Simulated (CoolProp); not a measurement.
The fluid at 350.88 K and 1.33 MPa (liquid) is heated at constant pressure to 373.1 K. The same conditions are run with several fluids, on thermodynamics alone (safety and materials aside).

Values from CoolProp's reference Helmholtz-energy equation of state of each fluid (toluene: Lemmon 2006; R365MFC: Lemmon 2016; m-xylene: Zhou 2012; n-undecane: Aleksandrov 2011; R21: Platzer 1990). The equations of Platzer and Polt are older, rougher fits.

```csv
fluid,heat (kJ/kg),final density (kg/m³)
toluene,[?],792
R365MFC,33.9,[?]
m-xylene,[?],795
n-undecane,[?],[?]
R21,[?],[?]
```

Question: What belongs in the gaps?

Answer: 
- toluene, heat (kJ/kg): 42.6
- R365MFC, final density (kg/m³): 1080
- m-xylene, heat (kJ/kg): 42.8
- n-undecane, heat (kJ/kg): 54.3
- n-undecane, final density (kg/m³): 681
- R21, heat (kJ/kg): 25.7
- R21, final density (kg/m³): 1160
